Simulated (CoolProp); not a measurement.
Vapour-liquid equilibrium of n-octane (1) + n-dodecane (2) at 357.5 K; x and y are mole fractions of (1).

Model: multi-fluid Helmholtz-energy mixture model, Beckmüller 2019 and Lemmon 2004; pair parameters Bell 2016, in CoolProp.

```csv
x,"bubble pressure, mixture model (MPa)","bubble pressure, Raoult's law (MPa)","y, mixture model","y, Raoult's law"
0.05,0.002107,0.002250,0.581,0.609
0.15,0.004532,0.004896,0.825,0.839
0.25,0.007042,0.007542,0.901,0.908
0.35,0.009634,0.01019,0.937,0.941
0.45,0.01230,0.01284,0.959,0.960
0.55,0.01501,0.01548,0.972,0.973
0.65,0.01776,0.01813,0.982,0.982
0.75,0.02053,0.02077,0.989,0.989
0.85,0.02329,0.02342,0.994,0.994
0.95,0.02603,0.02607,0.998,0.998
```

The largest gap from Raoult's law is -7.4 % in bubble pressure, at x = 0.15. No azeotrope shows between x = 0.05 and 0.95.

The pair parameters rest on a limited set of measurements; away from them the model extrapolates.
